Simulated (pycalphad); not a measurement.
CALPHAD calculation (pycalphad, COST 507 light-alloy database (1999)), 1 atm. The data set is of 1999 and partly superseded. Amounts are mole fractions of atoms.

Task: Give the equilibrium state of C-6.664B (wt.%) at 2200 K.

Result: graphite, fraction 0.921, with 0.98 B wt.%; B4C, fraction 0.079, with 78.5 B wt.%.

Task: Give the equilibrium state of C-6.664B (wt.%) at 2900 K.

Result: 
```
T = 2900.00 K, P = 101325 Pa, N = 1 mol of atoms
G = -91171 J/mol, H = 64885 J/mol, S = 53.81 J/(mol K)  (SER reference)
chemical potentials (J/mol): C -87653, B -135519
phase             fraction       x(C)       x(B)
GRAPHITE            0.9174     0.9800     0.0200
LIQUID              0.0826     0.3319     0.6681
```

Database names, with the compositions (at.%) that they take in these runs: B4C: B 80 C 20.
